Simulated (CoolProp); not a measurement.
Hydrogen chloride along the isobar 5200 kPa: fugacity coefficient from the reference equation and from simpler models built on Tc = 51.5 °C, pc = 8314 kPa, ω = 0.130; each cubic takes its own stable root.

Model: reference Helmholtz-energy equation of state, Thol 2018, in CoolProp.

```json
[
 {"T (°C)": "1.15", "phase": "liquid", "reference": "0.4271", "van der Waals": "0.6326", "Redlich-Kwong": "0.4832", "Soave-Redlich-Kwong": "0.4507", "Peng-Robinson": "0.4383"},
 {"T (°C)": "8.05", "phase": "liquid", "reference": "0.4920", "van der Waals": "0.6857", "Redlich-Kwong": "0.5498", "Soave-Redlich-Kwong": "0.5189", "Peng-Robinson": "0.5044"},
 {"T (°C)": "14.85", "phase": "liquid", "reference": "0.5601", "van der Waals": "0.7382", "Redlich-Kwong": "0.6180", "Soave-Redlich-Kwong": "0.5899", "Peng-Robinson": "0.5732"},
 {"T (°C)": "21.65", "phase": "liquid", "reference": "0.6317", "van der Waals": "0.7636", "Redlich-Kwong": "0.6876", "Soave-Redlich-Kwong": "0.6635", "Peng-Robinson": "0.6448"},
 {"T (°C)": "35.35", "phase": "gas", "reference": "0.7341", "van der Waals": "0.7897", "Redlich-Kwong": "0.7590", "Soave-Redlich-Kwong": "0.7562", "Peng-Robinson": "0.7381"},
 {"T (°C)": "42.15", "phase": "gas", "reference": "0.7533", "van der Waals": "0.8010", "Redlich-Kwong": "0.7743", "Soave-Redlich-Kwong": "0.7728", "Peng-Robinson": "0.7547"},
 {"T (°C)": "48.95", "phase": "gas", "reference": "0.7703", "van der Waals": "0.8115", "Redlich-Kwong": "0.7883", "Soave-Redlich-Kwong": "0.7879", "Peng-Robinson": "0.7698"},
 {"T (°C)": "55.85", "phase": "gas", "reference": "0.7856", "van der Waals": "0.8213", "Redlich-Kwong": "0.8013", "Soave-Redlich-Kwong": "0.8019", "Peng-Robinson": "0.7839"}
]
```

At some of these states van der Waals gives the other phase, because its saturation line lies elsewhere.
